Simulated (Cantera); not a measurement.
A closed system holds: 1 mol CCl4, a varied amount of Si, equilibrated at 650 °C and 13300 Pa.

Method: chemical equilibrium by Gibbs-energy minimisation in Cantera with the NASA 1993 tables (ideal gas, pure condensed phases). Candidate condensed phases: C, Si, SiC; 24 gas species. Gases not in the tables: chlorinated aromatics. Kinetics and transport are ignored.

Which condensed phases are stable at each of these points (n(Si) (mol)): 0.044, 0.24, 0.44, 0.64, 0.84, 1, 1.2?


| n(Si) (mol) | condensed phases | Si condensed (%) |
|---|---|---|
| 0.044 | C(graphite) | 0.0 |
| 0.24 | C(graphite) | 0.0 |
| 0.44 | C(graphite) | 0.0 |
| 0.64 | C(graphite) | 0.0 |
| 0.84 | C(graphite) | 0.0 |
| 1 | C(graphite) | 0.0 |
| 1.2 | C(graphite) + SiC(s) | 16.7 |

From 0.044 mol Si to 1 mol Si the condensed part is C(graphite). At 1.2 mol Si the condensed part is C(graphite) + SiC(s).
